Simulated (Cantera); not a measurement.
## Thermodynamics of calcination and drying, feed MgCO3 + CO2

Feed: 1 mol MgCO3, 4.2 mol CO2, held at 2.10 bar.

Method: chemical equilibrium by Gibbs-energy minimisation in Cantera with the NASA 1993 tables (ideal gas, pure condensed phases). Candidate condensed phases: C, Mg, MgCO3, MgO; 15 gas species. Equilibrium is a limit: real reactors are often held back by kinetics, nucleation or transport.

At 402 °C the condensed part is MgCO3(s). From 502 °C to 1202 °C the condensed part is MgO(s).

```csv
T (°C),log p CO2,log p CO,log p O2,log p O,n MgCO3(s),n MgO(s)
402,0.32,-11.24,-11.54,<-11,1.00,0
502,0.32,-9.36,-9.65,<-11,0,1.00
602,0.32,-7.90,-8.20,<-11,0,1.00
702,0.32,-6.75,-7.05,<-11,0,1.00
802,0.32,-5.81,-6.11,<-11,0,1.00
902,0.32,-5.03,-5.33,-10.50,0,1.00
1002,0.32,-4.38,-4.68,-9.29,0,1.00
1102,0.32,-3.82,-4.12,-8.26,0,1.00
1202,0.32,-3.34,-3.64,-7.36,0,1.00
```
log p: log10 of the partial pressure in bar; n: condensed amount in mol.
